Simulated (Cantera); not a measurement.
# SiF₄ + O₃ + H₂ (silicon oxide and oxynitride deposition)

A closed system holds: 1 mol SiF₄, a varied amount of O₃, 0.18 mol H₂, equilibrated at 1025 K and 100000 Pa.

Cantera equilibrium calculation (NASA polynomials, part measured and part estimated; ideal gas, pure solids and liquids). Candidate condensed phases: H₂O, Si, SiO₂; 38 gas species. Equilibrium is a limit: real reactors are often held back by kinetics, nucleation or transport.

| n(O₃) (mol) | log p O₂ | log p SiF₄ | log p HF | log p H₂O | log p H₂ | log p H₂F₂ | log p SiHF₃ | n SiO₂(β-quartz) |
|---|---|---|---|---|---|---|---|---|
| 0.056 | <-12 | -0.11 | -0.79 | -1.26 | -2.01 | -6.02 | -6.83 | 0.0501 |
| 0.11 | -1.24 | -0.14 | -0.79 | -1.25 | -10.37 | -6.02 | <-12 | 0.0531 |
| 0.23 | -0.77 | -0.20 | -0.84 | -1.32 | -10.68 | -6.12 | <-12 | 0.0541 |
| 0.46 | -0.49 | -0.29 | -0.92 | -1.43 | -10.93 | -6.27 | <-12 | 0.0557 |
| 0.92 | -0.29 | -0.43 | -1.04 | -1.60 | -11.19 | -6.52 | <-12 | 0.0581 |
| 1.9 | -0.16 | -0.63 | -1.21 | -1.85 | -11.51 | -6.86 | <-12 | 0.0615 |
| 3.8 | -0.09 | -0.87 | -1.42 | -2.14 | -11.84 | -7.28 | <-12 | 0.0654 |
| 7.6 | -0.05 | -1.13 | -1.66 | -2.48 | <-12 | -7.75 | <-12 | 0.0694 |
log p: log10 of the partial pressure in bar; n: condensed amount in mol.

From 0.056 mol O₃ to 7.6 mol O₃ the condensed part is SiO₂(β-quartz). The main Si-bearing gas is SiF₄ throughout. The share of Si in condensed phases is highest at 7.6 mol O₃ (6.9 %) and lowest at 0.056 mol O₃ (5.0 %).
